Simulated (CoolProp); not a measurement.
n-perfluorohexane along the isotherm 240.9 K: Z from the reference equation and from simpler models built on Tc = 448.0 K, pc = 1.742 MPa, ω = 0.497; each cubic takes its own stable root.

Values from CoolProp's reference Helmholtz-energy equation of state, Gao 2022.

```json
[
 {"p (MPa)": "0.0138", "phase": "liquid", "reference": "0.001268"},
 {"p (MPa)": "0.0245", "phase": "liquid", "reference": "0.002252"},
 {"p (MPa)": "0.0435", "phase": "liquid", "reference": "0.003998"},
 {"p (MPa)": "0.0774", "phase": "liquid", "reference": "0.007113"},
 {"p (MPa)": "0.138", "phase": "liquid", "reference": "0.01268"},
 {"p (MPa)": "0.245", "phase": "liquid", "reference": "0.02251"},
 {"p (MPa)": "0.435", "phase": "liquid", "reference": "0.03995"},
 {"p (MPa)": "0.774", "phase": "liquid", "reference": "0.07105"},
 {"p (MPa)": "1.38", "phase": "liquid", "reference": "0.1266"},
 {"p (MPa)": "2.45", "phase": "liquid", "reference": "0.2243"},
 {"p (MPa)": "4.35", "phase": "liquid", "reference": "0.3972"}
]
```

Q: How far does each simpler model (van der Waals, Redlich-Kwong, Soave-Redlich-Kwong) lie from the reference over these 11 states: mean and median of the absolute difference, and the worst?

A: 
- van der Waals: mean 14485.5 %, median 80.9 %, worst +77991.5 % at 240.9 K and 0.0138 MPa
- Redlich-Kwong: mean 22.0 %, median 22.2 %, worst +22.3 % at 240.9 K and 0.0138 MPa
- Soave-Redlich-Kwong: mean 16.1 %, median 16.2 %, worst +16.2 % at 240.9 K and 0.0138 MPa

At some of these states van der Waals gives the other phase, because its saturation line lies elsewhere.
